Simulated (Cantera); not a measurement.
Input: 1 mol BF3, 0.18 mol H2O, held at 10.0 Torr.

These are equilibrium values from Cantera (NASA tables, ideal gas, pure condensed phases), not measurements of a reactor. Candidate condensed phases: B, B2O3, B3O3H3, H2O; 43 gas species. The tables' values for BF2 are old estimates; treat these amounts as uncertain. Equilibrium is a limit: real reactors are often held back by kinetics, nucleation or transport. All values below are at 2298 K.

Base state: BF3 0.592, HF 0.263, BOF 0.131, F 0.00658, BF2 0.00657, H 0.000324, O 0.000142, BOF2 7.00e-5 (mole fractions); condensed: gas only.

**Question.** What changes in the equilibrium state with this change: BF3 replaced by B2H6?

**Answer.** 
```csv
species,before,after
H2,1.52e-5,0.869
H,0.000324,0.0773
HBO,4.47e-8,0.0245
BF3,0.592,0
HF,0.263,0
BOF,0.131,0
BO,1.07e-5,0.0245
F,0.00658,0
BF2,0.00657,0
BH2,<1e-9,0.00179
"B(s), mol",0,1.81
```
The feed counts by its element totals alone. The tables' values for BH2 are old estimates; treat these amounts as uncertain.

**Question.** What changes in the equilibrium state with this change: pressure from 10.0 Torr to 100 Torr?

**Answer.** 
```csv
species,before,after
BF3,0.592,0.600
HF,0.263,0.264
BOF,0.131,0.132
F,0.00658,0.00184
BF2,0.00657,0.00238
H2O,2.87e-6,2.87e-5
BF,2.96e-5,3.85e-6
O2,1.12e-5,6.64e-5
```
